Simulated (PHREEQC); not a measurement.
Solution (88 °C): 0.0013 mol/kgw H3AsO4 and 0.021 mol/kgw FeCl3. Closed to the air; pH follows from the charge balance.

Equilibrium calculation in PHREEQC: ion-association model, wateq4f.dat.

**Question.** The ionic strength comes out as 0.0907 mol/kgw. What activity coefficients do Fe+3, Fe2(OH)2+4, Cl-, H2AsO4-, H+ get?

**Answer.** Fe+3 0.15, Fe2(OH)2+4 0.013, Cl- 0.74, H2AsO4- 0.76, H+ 0.81.

Precipitation was switched off in this run. Saturation is exceeded, for instance for Hematite (slow to form), Goethite (slow to form); the values hold only as long as no solid forms. Complexes and solids missing from the database can't appear. The database's scorodite may be far more soluble than the real mineral, and it has no iron arsenate complexes; the constant wasn't checked at its source. At this temperature some constants are extrapolated from 25 °C, and those without enthalpy data are left unchanged.
